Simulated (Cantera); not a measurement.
An isothermal, constant-pressure homogeneous reactor starts with CH4 : H2 = 1 : 1.2 (molar parts), at 1225 K and 101000 Pa. Integrator tolerance rtol = 1e-08.

Detailed kinetics in Cantera: GRI-Mech 3.0 (53 species, 325 reactions). GRI-Mech 3.0 stops at C3 and has no aromatics, soot or wall deposition, so with more carbon than oxygen in the feed, carbon stays in small species such as C2H2 where larger ones or solid carbon would form.

### Question
What does this change do: H2 1.2 to 0.2 parts?

### Answer
```tsv
quantity	before	after
x(CH4) at 50.0 s	0.443 (gas-phase equilibrium 0.439)	0.773 (gas-phase equilibrium 0.654)
x(H2) at 50.0 s	0.553 (gas-phase equilibrium 0.555)	0.208 (gas-phase equilibrium 0.287)
x(C2H6) at 50.0 s	0.000241 (gas-phase equilibrium 0.000311)	0.000415 (gas-phase equilibrium 0.00133)
x(C2H4) at 50.0 s	0.00368 (gas-phase equilibrium 0.00489)	0.0125 (gas-phase equilibrium 0.0405)
x(H) at 50.0 s	2.09e-7 (gas-phase equilibrium 2.32e-7)	6.59e-8 (gas-phase equilibrium 1.67e-7)
```
